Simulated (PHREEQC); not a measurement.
Solution (25 °C): 31 mmol/kgw MgBr2. Closed to the air; pH follows from the charge balance.

Computed with PHREEQC (ion-association model, phreeqc.dat).

Precipitation was switched off in this run.

Question: What specific conductance, density does the model give?

Answer: specific conductance 6220 µS/cm; density 1.002 g/cm³.

Complexes and solids missing from the database can't appear.
